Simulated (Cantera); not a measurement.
Feed: 1 mol B2O3, 1.1 mol H2O, 0.55 mol H2, held at 1902 °C and 0.100 bar.

Method: chemical equilibrium by Gibbs-energy minimisation in Cantera with the NASA 1993 tables (ideal gas, pure condensed phases). Candidate condensed phases: B, B2O3, B3O3H3, H2O; 23 gas species. Rates play no part.

Question: What is the equilibrium state?

Answer: 
```json
{
  "x(HBO2)": "0.450",
  "x(H2)": "0.199",
  "x(H2O)": "0.189",
  "x(B2O3)": "0.145",
  "x(H)": "0.00688",
  "x(HBO)": "0.00461",
  "x(BO2)": "0.00252",
  "x(BO)": "0.00198",
  "x(OH)": "0.000877",
  "gas_amount": "2.666 mol",
  "log10 activity of B(s) (absent)": "-5.35"
}
```
